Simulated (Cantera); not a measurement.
Mixture: H₂ : O₂ : N₂ = 1 : 1.14 : 4.27 (molar parts), at 10.0 bar, adiabatic and at constant volume. Ignition delay is the time to a rise of 400 K.

Cantera simulation using the H2/O2 subset of GRI-Mech 3.0, which has no nitrogen chemistry; the numbers are that mechanism's predictions, not measurements. The hydrogen kinetics of GRI-Mech 3.0 are dated; newer H2 mechanisms differ, most at raised pressure. Where the delays flatten at high temperature, the 400 K rule measures the pace of heat release, not the induction time.

What does this change do: N2 4.27 to 3.4 parts?


```
quantity           before     after
---------------  --------  --------
delay at 1200 K   70.6 µs   64.3 µs
delay at 1400 K   2.51 µs   2.14 µs
delay at 1600 K   1.17 µs  0.982 µs
delay at 1800 K  0.775 µs  0.635 µs
delay at 2000 K  0.645 µs  0.508 µs
```

What does this change do: pressure from 10.0 bar to 0.680 bar?


```csv
quantity,before,after
delay at 1200 K,70.6 µs,73.5 µs
delay at 1400 K,2.51 µs,40.8 µs
delay at 1600 K,1.17 µs,36.8 µs
delay at 1800 K,0.775 µs,43.8 µs
delay at 2000 K,0.645 µs,58.3 µs
```
